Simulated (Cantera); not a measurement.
Input (Python, Cantera) and output of one run.

```python
import numpy as np
import cantera as ct

gas_names = """
    O3 H H2O2 O2
""".split()
cond_names = """
    SrO(s) SrO(L) SrO2H2(s) SrO2H2(L)
""".split()


# ... load() reads the species with a 1 bar reference pressure and builds the phases ...
species = {s.name: s for s in load("nasa_gas.yaml", gas_names) + load("nasa_condensed.yaml", cond_names)}
# Each term lists the table entries of one substance; the one whose range holds T is used.
reactions = {
    '3 SrO + O3(g) + 6 H(g) = 3 Sr(OH)2':
        [(-3, ['SrO(s)', 'SrO(L)']), (-1, ['O3']), (-6, ['H']), (3, ['SrO2H2(s)', 'SrO2H2(L)'])],
    '2 SrO + 2 H2O2(g) = 2 Sr(OH)2 + O2(g)':
        [(-2, ['SrO(s)', 'SrO(L)']), (-2, ['H2O2']), (2, ['SrO2H2(s)', 'SrO2H2(L)']), (1, ['O2'])],
}


def pick(names, T):
    return next(species[n] for n in names if species[n].thermo.min_temp <= T <= species[n].thermo.max_temp)


results = []
for label, terms in reactions.items():
    print(label)
    print("     T/K   dH/kJ  dS/(J/K)   dG/kJ   log10 K")
    for T in [300, 1098, 1173, 1248, 1323, 1398, 1473]:
        used = [(nu, pick(names, T)) for nu, names in terms]
        dH = sum(nu * s.thermo.h(T) for nu, s in used) / 1e6
        dS = sum(nu * s.thermo.s(T) for nu, s in used) / 1e3
        dG = dH - T * dS / 1e3
        logK = -dG * 1e6 / (ct.gas_constant * T * np.log(10))
        results.append((label, T, dH, dS, dG, logK, [s.name for _, s in used]))
        print(f"{T:8g} {dH:8.1f} {dS:8.1f} {dG:8.1f} {logK:8.2f}")
```

Result:

```
3 SrO + O3(g) + 6 H(g) = 3 Sr(OH)2
     T/K   dH/kJ  dS/(J/K)   dG/kJ   log10 K
     300  -2580.5   -803.2  -2339.6   407.34
    1098  -2479.1   -694.3  -1716.7    81.67
    1173  -2470.0   -686.3  -1665.0    74.14
    1248  -2461.0   -678.9  -1613.8    67.54
    1323  -2452.2   -672.0  -1563.1    61.71
    1398  -2443.6   -665.7  -1512.9    56.53
    1473  -2435.2   -659.8  -1463.2    51.89
2 SrO + 2 H2O2(g) = 2 Sr(OH)2 + O2(g)
     T/K   dH/kJ  dS/(J/K)   dG/kJ   log10 K
     300   -481.1   -180.8   -426.9    74.32
    1098   -382.0    -53.4   -323.4    15.38
    1173   -373.9    -46.3   -319.6    14.23
    1248   -366.1    -39.8   -316.4    13.24
    1323   -358.5    -33.9   -313.6    12.38
    1398   -351.1    -28.5   -311.3    11.63
    1473   -343.9    -23.5   -309.4    10.97
```

Cantera with NASA thermochemical tables; ideal gases at 1 bar, condensed phases pure. Condensed species are held in their standard states even where they would react or evaporate.
